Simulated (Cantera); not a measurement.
Charge: 1 mol Si, 0.82 mol Cl2, 5.5 mol H2, equilibrated at 0.270 bar.

Equilibrium computed with Cantera from the NASA thermochemical tables; the gas is ideal and each condensed phase is pure. Candidate condensed phases: Si; 19 gas species. The tables' values for SiCl3 are old estimates; treat these amounts as uncertain. Equilibrium is a limit: real reactors are often held back by kinetics, nucleation or transport.

**Question.** At 950 K, list the 5 most abundant gas species with their mole fractions, and the condensed phases.

**Answer.** H2 0.917, SiCl4 0.0487, SiHCl3 0.0238, HCl 0.00859, SiH2Cl2 0.00119. Condensed: Si(s).
